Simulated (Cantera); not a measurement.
What does this Cantera script print?

```python
import numpy as np
import cantera as ct

gas = ct.Solution("gri30.yaml")
gas.TPX = 1825, 97000, {'NO': 1, 'N2': 1.5}
inlet = ct.Reservoir(gas, clone=True)

reactor = ct.IdealGasConstPressureReactor(gas, energy="off", clone=False)
exhaust = ct.Reservoir(gas, clone=True)
tau = [3.5, 1.2, 0.42, 0.15, 0.051, 0.018, 0.0061, 0.0021][0]
for a, b in ((inlet, reactor), (reactor, exhaust)):
    ct.MassFlowController(a, b, mdot=lambda t: reactor.mass / tau)
net = ct.ReactorNet([reactor])
show = ['NO', 'O2', 'O', 'N2', 'N2O']

rows = []
print(f"{'tau/s':>10s}{'T/K':>9s}" + "".join(f"{s:>11s}" for s in show))
for tau in [3.5, 1.2, 0.42, 0.15, 0.051, 0.018, 0.0061, 0.0021]:
    net.initial_time = 0.0
    net.advance(30 * tau)
    before = gas.X
    net.advance(40 * tau)
    drift = np.max(np.abs(gas.X - before) / (gas.X + 1e-9))
    rows.append([gas.T, *gas[show].X, drift])
    print(f"{tau:10.3e}{gas.T:9.1f}" + "".join(f"{x:11.3e}" for x in gas[show].X))
```

Result:

```
     tau/s      T/K         NO         O2          O         N2        N2O
 3.500e+00   1825.0  2.432e-01  7.805e-02  4.498e-05  6.783e-01  2.454e-05
 1.200e+00   1825.0  3.181e-01  4.060e-02  3.354e-05  6.409e-01  4.237e-05
 4.200e-01   1825.0  3.647e-01  1.739e-02  2.373e-05  6.176e-01  5.611e-05
 1.500e-01   1825.0  3.862e-01  6.654e-03  1.733e-05  6.068e-01  6.299e-05
 5.100e-02   1825.0  3.951e-01  2.255e-03  1.372e-05  6.024e-01  6.491e-05
 1.800e-02   1825.0  3.982e-01  7.371e-04  1.184e-05  6.008e-01  6.271e-05
 6.100e-03   1825.0  3.993e-01  1.951e-04  1.004e-05  6.003e-01  5.479e-05
 2.100e-03   1825.0  3.997e-01  3.468e-05  7.201e-06  6.001e-01  3.977e-05
```

Detailed kinetics in Cantera: GRI-Mech 3.0 (53 species, 325 reactions).
